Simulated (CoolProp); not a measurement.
Model: reference Helmholtz-energy equation of state, Setzmann 1991, in CoolProp.

Q: For methane, give the phase and the density (kg/m³), speed of sound (m/s), Prandtl number, fugacity coefficient at 217.1 K and 2.59 MPa; 217.1 K and 3.45 MPa; 217.1 K and 6.04 MPa.

A: 
- 217.1 K and 2.59 MPa: gas; density 26.7, speed of sound 359, Prandtl number 0.870, fugacity coefficient 0.876
- 217.1 K and 3.45 MPa: gas; density 37.8, speed of sound 350, Prandtl number 0.945, fugacity coefficient 0.837
- 217.1 K and 6.04 MPa: supercritical; density 85.0, speed of sound 327, Prandtl number 1.44, fugacity coefficient 0.720

Viscosity comes from a separate model (Quiñones-Cisneros 2006). Thermal conductivity comes from a separate model (Friend 1989).
